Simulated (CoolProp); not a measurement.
A simple Rankine cycle with ethylbenzene: condensing at 323.15 K, boiler at 0.253 MPa, turbine inlet 449.2 K, turbine efficiency 0.6, pump efficiency 0.7, no recuperator. Each further row changes one setting.

Values from CoolProp's reference Helmholtz-energy equation of state, Zhou 2012.

```csv
case,thermal efficiency (%),net work (kJ/kg),heat in (kJ/kg),turbine exit temperature (K),volume ratio over the turbine
as stated,13.0,…,569,399.1,52.0
turbine inlet 469.2 K,…,78.0,…,419.6,51.7
condensing temperature 315.15 K,…,…,583,394.9,76.0
boiler pressure 0.177 MPa,12.0,…,572,404.6,…
turbine efficiency 0.5,…,61.6,569,406.8,53.0
```

Some entries are withheld; supply them.


- as stated, net work (kJ/kg): 74.0
- turbine inlet 469.2 K, thermal efficiency (%): 12.9
- turbine inlet 469.2 K, heat in (kJ/kg): 606
- condensing temperature 315.15 K, thermal efficiency (%): 13.8
- condensing temperature 315.15 K, net work (kJ/kg): 80.6
- boiler pressure 0.177 MPa, net work (kJ/kg): 68.6
- boiler pressure 0.177 MPa, volume ratio over the turbine: 35.9
- turbine efficiency 0.5, thermal efficiency (%): 10.8
